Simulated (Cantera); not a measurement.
An isothermal, constant-pressure homogeneous reactor starts with H₂ : O₂ : N₂ = 1.3 : 1 : 8 (molar parts), at 1323 K and 0.750 bar.

Cantera simulation using the H2/O2 subset of GRI-Mech 3.0, which has no nitrogen chemistry; the numbers are that mechanism's predictions, not measurements. The temperature is held fixed by assumption; the heat of reaction is taken as removed at once.

x: mole fraction; the columns are a selection and need not sum to one.

| t (s) | x H₂ | x O₂ | x O | x OH | x H₂O₂ |
|---|---|---|---|---|---|
| 5.00e-5 | 0.108 | 0.0891 | 0.00193 | 0.00130 | 5.71e-7 |
| 0.000118 | 0.00989 | 0.0407 | 0.00596 | 0.00352 | 2.93e-6 |
| 0.000277 | 0.00257 | 0.0368 | 0.00118 | 0.00158 | 2.24e-6 |
| 0.000652 | 0.000435 | 0.0363 | 0.000175 | 0.000585 | 9.09e-7 |
| 0.00153 | 7.04e-5 | 0.0362 | 2.84e-5 | 0.000238 | 2.92e-7 |
| 0.00361 | 1.35e-5 | 0.0362 | 6.19e-6 | 0.000113 | 9.45e-8 |
| 0.00850 | 3.37e-6 | 0.0363 | 1.76e-6 | 6.04e-5 | 3.32e-8 |
| 0.0200 | 1.07e-6 | 0.0363 | 6.06e-7 | 3.54e-5 | 1.28e-8 |
| 0.0471 | ? | 0.0363 | ? | ? | ? |
| 0.111 | 1.85e-7 | 0.0363 | 1.08e-7 | 1.49e-5 | 2.56e-9 |
| 0.261 | 1.18e-7 | 0.0363 | 6.64e-8 | 1.17e-5 | 1.62e-9 |
| 0.614 | 1.07e-7 | 0.0363 | 5.91e-8 | 1.10e-5 | 1.45e-9 |
| 1.44 | 1.07e-7 | 0.0363 | 5.89e-8 | 1.10e-5 | 1.45e-9 |
| 3.40 | 1.07e-7 | 0.0363 | 5.89e-8 | 1.10e-5 | 1.45e-9 |
| 8.00 | 1.07e-7 | 0.0363 | 5.89e-8 | 1.10e-5 | 1.45e-9 |

Problem. What belongs in the gaps?

Solution. 
- 0.0471, x H₂: 4.03e-7
- 0.0471, x O: 2.38e-7
- 0.0471, x OH: 2.22e-5
- 0.0471, x H₂O₂: 5.36e-9
